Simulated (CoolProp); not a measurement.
Computed with CoolProp (reference Helmholtz-energy equation of state, Bücker 2006).

Give the vapour pressure (bar), liquid cp (kJ/(kg K)), vapour Z, vapour viscosity (µPa s) of saturated ethane at 207.5 K.


```tsv
T (K)	p (bar)	liquid cp (kJ/(kg K))	vapour Z	vapour viscosity (µPa s)
207.5	3.01	2.56	0.927	6.65
```

Viscosity comes from a separate model (Friend 1991).
